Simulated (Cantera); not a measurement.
Standard-state values (1 bar) from the NASA 1993 polynomials, evaluated with Cantera. Values are per mole of reaction as written; species without (g) are pure solids or liquids, kept so even where they would boil at 1 bar. TaC: taken at fixed stoichiometry.

### Question
Between 2873 and 2998 K, where is each reaction favourable under standard conditions?
- 2 H₂(g) + TaC = CH₄(g) + Ta

### Answer
- 2 H₂(g) + TaC = CH₄(g) + Ta: ΔG° is 363 kJ at 2873 K and 377 kJ at 2998 K; it stays positive (K < 1). ΔH° is 59 kJ and ΔS° -106 J/K at 2998 K.
